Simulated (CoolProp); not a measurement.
The numbers come from the reference Helmholtz-energy equation of state, de Reuck 1993 in CoolProp.

Question: Give the vapour pressure (MPa), liquid cp (kJ/(kg K)), surface tension (mN/m) of saturated methanol at 101.75, 152.35 °C.

Answer: 
| T (°C) | p (MPa) | liquid cp (kJ/(kg K)) | surface tension (mN/m) |
|---|---|---|---|
| 101.75 | 0.374 | 3.19 | 15.4 |
| 152.35 | 1.47 | 3.88 | 10.2 |

Surface tension comes from a separate correlation (Mulero 2012).
